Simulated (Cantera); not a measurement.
A perfectly stirred reactor is fed with H2 : O2 : N2 = 1.5 : 1 : 3.9 (molar parts), equivalence ratio 0.75, at 293 Torr; it is held at 1175 K, and followed from long to short residence time.

Cantera simulation using GRI-Mech 3.0 (53 species, 325 reactions); the numbers are that mechanism's predictions, not measurements. The temperature is held fixed by assumption; the heat of reaction is taken as removed at once.

Q: Predict: x(H2) at τ = 1.30 s; x(O2) at τ = 1.30 s; x(N2O) at τ = 1.30 s; x(O) at τ = 1.30 s; x(OH) at τ = 1.30 s; x(H2) at τ = 43.0 ms; x(O2) at τ = 43.0 ms; x(N2O) at τ = 43.0 ms; x(O) at τ = 43.0 ms; x(OH) at τ = 43.0 ms.

A: 
```
Quantity                 Result
---------------------  --------
x(H2) at τ = 1.30 s    0.000249
x(O2) at τ = 1.30 s      0.0443
x(N2O) at τ = 1.30 s    2.93e-7
x(O) at τ = 1.30 s      1.91e-5
x(OH) at τ = 1.30 s    0.000157
x(H2) at τ = 43.0 ms    0.00220
x(O2) at τ = 43.0 ms     0.0451
x(N2O) at τ = 43.0 ms   1.30e-7
x(O) at τ = 43.0 ms    0.000213
x(OH) at τ = 43.0 ms   0.000519
```
